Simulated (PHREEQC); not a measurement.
# Copper plating or etch bath: an equilibrium model

A solution holds 0.003 mol/kgw CuSO4, 0.047 mol/kgw HNO3 and 4.2e-05 mol/kgw Na2SO4, at 25 °C. Closed to the air; pH follows from the charge balance.

Model: ion-association model, wateq4f.dat, run in PHREEQC.

Each row changes one thing in this solution. Precipitation was switched off in this run.

```
case                                              pH  ionic strength (mol/kgw)  HSO4- (mol/kgw)  SO4-2 (mol/kgw)  NaSO4- (mol/kgw)  SI of Mirabilite (Na2SO4:10H2O)
----------------------------------------------  ----  ------------------------  ---------------  ---------------  ----------------  -------------------------------
as made                                         1.42                    0.0547          0.00197         0.000958           1.80e-7                           -10.59
Na2SO4 from 4.2e-05 to 6.3e-05 mol/kgw          1.42                    0.0548          0.00198         0.000964           2.72e-7                           -10.23
diluted 5-fold with water                       2.08                    0.0113         0.000219         0.000371           2.03e-8                           -12.15
Na2SO4 from 4.2e-05 to 0.00042 mol/kgw          1.42                    0.0553          0.00220          0.00108           2.03e-6                            -8.54
CuSO4 replaced by Ag2SO4 at the same molality   1.42                    0.0519          0.00202         0.000971           1.85e-7                           -10.57
CuSO4 left out                                  1.40                    0.0471          2.90e-5          1.30e-5           2.56e-9                           -12.42
HNO3 replaced by Mn(NO3)2 at the same molality  5.16                     0.146          4.47e-7          0.00153           2.10e-7                           -10.59
```

Some of these states are supersaturated (in Brochantite, Antlerite, for instance).
